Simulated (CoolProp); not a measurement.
A single-stage vapour-compression cycle with ammonia: evaporating at 214.15 K (dew point), condensing at 263.15 K (bubble point), superheat 10 K, subcooling 2 K, compressor efficiency 0.9, no pressure losses. Each further row changes one setting.

Computed with CoolProp (reference Helmholtz-energy equation of state, Gao 2020).

| case | cooling COP | pressure ratio | discharge temperature (K) | refrigerating effect (kJ/kg) | volumetric capacity (kJ/m³) |
|---|---|---|---|---|---|
| as stated | 3.02 | 12.5 | 419.6 | 1250 | 269 |
| evaporating temperature 219.15 K | ___ | 9.08 | ___ | 1260 | 365 |
| condensing temperature 258.15 K | ___ | ___ | ___ | 1280 | 274 |
| subcooling 7 K | 3.07 | 12.5 | 419.6 | 1280 | 274 |
| superheat 20 K | ___ | 12.5 | 436.1 | 1270 | 262 |
| compressor efficiency 0.8 | 2.68 | 12.5 | 441.6 | 1250 | 269 |

What belongs in the gaps?


- evaporating temperature 219.15 K, cooling COP: 3.55
- evaporating temperature 219.15 K, discharge temperature (K): 397.8
- condensing temperature 258.15 K, cooling COP: 3.43
- condensing temperature 258.15 K, pressure ratio: 10.1
- condensing temperature 258.15 K, discharge temperature (K): 400.2
- superheat 20 K, cooling COP: 2.94
